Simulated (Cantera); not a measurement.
Feed: 1 mol HMDSO, 10 mol CO2, 87 mol N2, at 28.0 mbar.

Method: chemical equilibrium by Gibbs-energy minimisation in Cantera with the NASA 1993 tables (ideal gas, pure condensed phases). Candidate condensed phases: C, C6H6, C7H8, C8H18, H2O, Si, SiC, SiO2, Si2N2O, Si3N4; 151 gas species. The feed counts by its element totals alone. Equilibrium is a limit: real reactors are often held back by kinetics, nucleation or transport.

Q: At 477 °C, list the 5 most abundant gas species with their mole fractions, and the condensed phases.

A: N2 0.814, H2 0.0731, CO 0.0549, CO2 0.0470, H2O 0.0102. Condensed: C(graphite) + SiO2(α-quartz).
